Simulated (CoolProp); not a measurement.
Vapour pressure (MPa) of propylene glycol: the reference equation beside estimates from Tc = 400.8 °C, pc = 7.292 MPa, ω = 0.327. Clausius-Clapeyron is anchored at 279.45 °C with a constant enthalpy of vaporisation of 44.45 kJ/mol.

Model: reference Helmholtz-energy equation of state, Eisenbach 2021, in CoolProp.

| T (°C) | reference | Lee-Kesler | Clausius-Clapeyron | van der Waals | Redlich-Kwong | Soave-Redlich-Kwong | Peng-Robinson |
|---|---|---|---|---|---|---|---|
| 260.55 | 0.6588 | 1.139 | 0.6937 | 2.665 | 1.666 | 1.143 | 1.129 |
| 264.35 | 0.7149 | 1.213 | 0.7447 | 2.755 | 1.753 | 1.218 | 1.203 |
| 268.15 | 0.7749 | 1.291 | 0.7985 | 2.846 | 1.843 | 1.297 | 1.280 |
| 271.85 | 0.8370 | 1.370 | 0.8539 | 2.937 | 1.934 | 1.378 | 1.360 |
| 275.65 | 0.9049 | 1.455 | 0.9139 | 3.032 | 2.030 | 1.464 | 1.445 |
| 279.45 | 0.9772 | 1.544 | 0.9772 | 3.128 | 2.130 | 1.555 | 1.534 |
| 283.25 | 1.054 | 1.637 | 1.044 | 3.227 | 2.233 | 1.649 | 1.627 |
| 287.05 | 1.136 | 1.734 | 1.114 | 3.328 | 2.339 | 1.748 | 1.724 |
| 290.85 | 1.222 | 1.835 | 1.188 | 3.431 | 2.448 | 1.851 | 1.826 |
| 294.55 | 1.311 | 1.938 | 1.264 | 3.532 | 2.558 | 1.956 | 1.930 |
| 298.35 | 1.408 | 2.048 | 1.346 | 3.639 | 2.675 | 2.068 | 2.040 |
| 302.15 | 1.511 | 2.162 | 1.431 | 3.747 | 2.794 | 2.185 | 2.156 |
| 305.95 | 1.619 | 2.282 | 1.521 | 3.858 | 2.918 | 2.307 | 2.276 |
| 309.75 | 1.734 | 2.406 | 1.616 | 3.970 | 3.045 | 2.434 | 2.401 |

Absolute difference from the reference over all 14 rows, mean and median: Lee-Kesler 54.7 and 54.0 %, Clausius-Clapeyron 3.4 and 3.3 %, van der Waals 206.2 and 199.6 %, Redlich-Kwong 110.9 and 108.9 %, Soave-Redlich-Kwong 55.9 and 55.2 %, Peng-Robinson 53.8 and 53.1 %.
